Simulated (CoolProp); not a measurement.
Saturation properties of sulfur dioxide.

Computed with CoolProp (reference Helmholtz-energy equation of state, Gao 2016).

```json
[
 {"T (°C)": "44.35", "p (MPa)": "0.7165", "liquid cp (kJ/(kg K))": "1.428", "vapour Z": "0.8970"},
 {"T (°C)": "49.65", "p (MPa)": "0.8333", "liquid cp (kJ/(kg K))": "1.441", "vapour Z": "0.8861"},
 {"T (°C)": "54.95", "p (MPa)": "0.9639", "liquid cp (kJ/(kg K))": "1.456", "vapour Z": "0.8745"},
 {"T (°C)": "60.35", "p (MPa)": "1.112", "liquid cp (kJ/(kg K))": "1.473", "vapour Z": "0.8620"},
 {"T (°C)": "65.65", "p (MPa)": "1.274", "liquid cp (kJ/(kg K))": "1.491", "vapour Z": "0.8489"},
 {"T (°C)": "70.95", "p (MPa)": "1.452", "liquid cp (kJ/(kg K))": "1.512", "vapour Z": "0.8350"},
 {"T (°C)": "76.35", "p (MPa)": "1.653", "liquid cp (kJ/(kg K))": "1.537", "vapour Z": "0.8200"},
 {"T (°C)": "81.65", "p (MPa)": "1.869", "liquid cp (kJ/(kg K))": "1.565", "vapour Z": "0.8043"},
 {"T (°C)": "87.05", "p (MPa)": "2.109", "liquid cp (kJ/(kg K))": "1.597", "vapour Z": "0.7874"},
 {"T (°C)": "92.35", "p (MPa)": "2.368", "liquid cp (kJ/(kg K))": "1.635", "vapour Z": "0.7698"}
]
```

It boils at -10.0 °C under 1 atm.
